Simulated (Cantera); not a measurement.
Mixture: CH4 : O2 : N2 : H2 = 1 : 2.17 : 8.17 : 0.12 (molar parts), equivalence ratio 0.95, at 13.8 atm, adiabatic and at constant pressure. Ignition delay is the time to a rise of 400 K.

Model: GRI-Mech 3.0 (53 species, 325 reactions), integrated in Cantera. The pressure lies above the range GRI-Mech 3.0 was tuned for (to about 10 atm).

**Question.** Predict: delay at 1025 K; delay at 1225 K; delay at 1425 K; delay at 1625 K; delay at 1825 K; apparent activation energy between 1725 and 1925 K.

**Answer.** 
```
Property                                                Result
--------------------------------------------------  ----------
delay at 1025 K                                        9.09 ms
delay at 1225 K                                       0.749 ms
delay at 1425 K                                       0.144 ms
delay at 1625 K                                        31.2 µs
delay at 1825 K                                        8.26 µs
apparent activation energy between 1725 and 1925 K  170 kJ/mol
```
